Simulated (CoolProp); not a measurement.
Vapour-liquid equilibrium of propylene (1) + acetone (2) at 3.75 °C; x and y are mole fractions of (1).

Computed with CoolProp (multi-fluid Helmholtz-energy mixture model, Lemmon 2013 and Lemmon 2006; pair parameters Bell 2016).

```json
[
 {"x": "0.05", "bubble pressure, mixture model (bar)": "0.8860", "bubble pressure, Raoult's law (bar)": "0.4335", "y, mixture model": "0.874", "y, Raoult's law": "0.752"},
 {"x": "0.125", "bubble pressure, mixture model (bar)": "1.961", "bubble pressure, Raoult's law (bar)": "0.9142", "y, mixture model": "0.945", "y, Raoult's law": "0.892"},
 {"x": "0.2", "bubble pressure, mixture model (bar)": "2.871", "bubble pressure, Raoult's law (bar)": "1.395", "y, mixture model": "0.963", "y, Raoult's law": "0.935"},
 {"x": "0.275", "bubble pressure, mixture model (bar)": "3.588", "bubble pressure, Raoult's law (bar)": "1.876", "y, mixture model": "0.971", "y, Raoult's law": "0.956"},
 {"x": "0.35", "bubble pressure, mixture model (bar)": "4.119", "bubble pressure, Raoult's law (bar)": "2.356", "y, mixture model": "0.976", "y, Raoult's law": "0.969"},
 {"x": "0.425", "bubble pressure, mixture model (bar)": "4.496", "bubble pressure, Raoult's law (bar)": "2.837", "y, mixture model": "0.979", "y, Raoult's law": "0.977"},
 {"x": "0.5", "bubble pressure, mixture model (bar)": "4.762", "bubble pressure, Raoult's law (bar)": "3.318", "y, mixture model": "0.980", "y, Raoult's law": "0.983"},
 {"x": "0.575", "bubble pressure, mixture model (bar)": "4.962", "bubble pressure, Raoult's law (bar)": "3.798", "y, mixture model": "0.982", "y, Raoult's law": "0.987"},
 {"x": "0.65", "bubble pressure, mixture model (bar)": "5.136", "bubble pressure, Raoult's law (bar)": "4.279", "y, mixture model": "0.983", "y, Raoult's law": "0.991"},
 {"x": "0.725", "bubble pressure, mixture model (bar)": "5.319", "bubble pressure, Raoult's law (bar)": "4.760", "y, mixture model": "0.985", "y, Raoult's law": "0.993"},
 {"x": "0.8", "bubble pressure, mixture model (bar)": "5.541", "bubble pressure, Raoult's law (bar)": "5.240", "y, mixture model": "0.987", "y, Raoult's law": "0.996"},
 {"x": "0.875", "bubble pressure, mixture model (bar)": "5.829", "bubble pressure, Raoult's law (bar)": "5.721", "y, mixture model": "0.990", "y, Raoult's law": "0.998"},
 {"x": "0.95", "bubble pressure, mixture model (bar)": "6.207", "bubble pressure, Raoult's law (bar)": "6.202", "y, mixture model": "0.995", "y, Raoult's law": "0.999"}
]
```

The largest gap from Raoult's law is +114.5 % in bubble pressure, at x = 0.125. No azeotrope shows between x = 0.05 and 0.95.

The pair parameters rest on a limited set of measurements; away from them the model extrapolates. With so large a gap from Raoult's law the liquid may split in two, which this calculation doesn't test in full.
